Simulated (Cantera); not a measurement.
**Thermodynamics of carbothermic reduction, feed Fe2O3 + CH4 + N2**

Charge: 1 mol Fe2O3, a varied amount of CH4, 3.7 mol N2, equilibrated at 2075 °C and 4050 Torr.

Method: chemical equilibrium by Gibbs-energy minimisation in Cantera with the NASA 1993 tables (ideal gas, pure condensed phases). Candidate condensed phases: C, C6H6, C7H8, C8H18, Fe, Fe(CO)5, FeO, Fe(OH)2, Fe(OH)3, Fe2O3, Fe3O4, H2O; 140 gas species. Each liquid is taken as pure. Iron dissolves carbon and melts from about 1420 K in contact with it, which pure phases cannot show. Mutual solubility and eutectic melting of coexisting phases are not modelled. The tables' stoichiometric FeO is somewhat more stable than real wüstite, so its field is too wide. FeO: taken at fixed stoichiometry. Condensed phases not in the tables: cementite and carbon dissolved in iron. Equilibrium is a limit: real reactors are often held back by kinetics, nucleation or transport.

From 0.31 mol CH4 to 0.44 mol CH4 the condensed part is FeO(l). From 0.64 mol CH4 to 1.3 mol CH4 the condensed part is Fe(l) + FeO(l). From 2 mol CH4 to 2.8 mol CH4 the condensed part is Fe(l). From 4.1 mol CH4 to 5.9 mol CH4 the condensed part is C(graphite) + Fe(l). The main Fe-bearing gas is Fe(OH)2 at 0.31 mol CH4 and Fe at 5.9 mol CH4. The share of Fe in condensed phases is highest at 0.31 mol CH4 (99.9 %) and lowest at 5.9 mol CH4 (98.3 %).

```json
[
 {"n(CH4) (mol)": "0.31", "log p N2": "0.63", "log p H2": "-0.99", "log p CO": "-0.75", "log p H2O": "-0.21", "log p CO2": "-0.74", "log p HCN": "-7.47", "n FeO(l)": "2.00", "n Fe(l)": "0", "n C(graphite)": "0"},
 {"n(CH4) (mol)": "0.44", "log p N2": "0.60", "log p H2": "-0.38", "log p CO": "-0.41", "log p H2O": "-0.28", "log p CO2": "-1.08", "log p HCN": "-6.16", "n FeO(l)": "2.00", "n Fe(l)": "0", "n C(graphite)": "0"},
 {"n(CH4) (mol)": "0.64", "log p N2": "0.55", "log p H2": "-0.09", "log p CO": "-0.25", "log p H2O": "-0.40", "log p CO2": "-1.32", "log p HCN": "-5.47", "n FeO(l)": "1.89", "n Fe(l)": "0.0980", "n C(graphite)": "0"},
 {"n(CH4) (mol)": "0.93", "log p N2": "0.49", "log p H2": "0.01", "log p CO": "-0.15", "log p H2O": "-0.30", "log p CO2": "-1.22", "log p HCN": "-5.35", "n FeO(l)": "1.39", "n Fe(l)": "0.599", "n C(graphite)": "0"},
 {"n(CH4) (mol)": "1.3", "log p N2": "0.42", "log p H2": "0.09", "log p CO": "-0.07", "log p H2O": "-0.22", "log p CO2": "-1.14", "log p HCN": "-5.27", "n FeO(l)": "0.747", "n Fe(l)": "1.24", "n C(graphite)": "0"},
 {"n(CH4) (mol)": "2", "log p N2": "0.31", "log p H2": "0.23", "log p CO": "0.02", "log p H2O": "-0.30", "log p CO2": "-1.27", "log p HCN": "-4.93", "n FeO(l)": "0", "n Fe(l)": "1.98", "n C(graphite)": "0"},
 {"n(CH4) (mol)": "2.8", "log p N2": "0.22", "log p H2": "0.38", "log p CO": "0.09", "log p H2O": "-1.09", "log p CO2": "-2.14", "log p HCN": "-3.91", "n FeO(l)": "0", "n Fe(l)": "1.98", "n C(graphite)": "0"},
 {"n(CH4) (mol)": "4.1", "log p N2": "0.11", "log p H2": "0.46", "log p CO": "0.03", "log p H2O": "-3.95", "log p CO2": "-5.13", "log p HCN": "-1.04", "n FeO(l)": "0", "n Fe(l)": "1.97", "n C(graphite)": "0.730"},
 {"n(CH4) (mol)": "5.9", "log p N2": "0.01", "log p H2": "0.52", "log p CO": "-0.06", "log p H2O": "-3.97", "log p CO2": "-5.32", "log p HCN": "-1.06", "n FeO(l)": "0", "n Fe(l)": "1.97", "n C(graphite)": "2.43"}
]
```
log p: log10 of the partial pressure in bar; n: condensed amount in mol.
